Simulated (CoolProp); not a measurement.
R114 at 299.73 K and 0.138 MPa is throttled through a valve to 0.0872 MPa with no heat exchange. Each further row changes one setting.

Model: reference Helmholtz-energy equation of state, Platzer 1990, in CoolProp. This equation is an older, rougher fit.

```tsv
case	temperature change (K)	final density (kg/m³)
as stated	-1.0	(withheld)
outlet pressure 0.0262 MPa	(withheld)	1.82
outlet pressure 0.113 MPa	(withheld)	8.04
```

Problem. Fill in the missing entries.

Solution. 
- as stated, final density (kg/m³): 6.16
- outlet pressure 0.0262 MPa, temperature change (K): -2.2
- outlet pressure 0.113 MPa, temperature change (K): -0.5
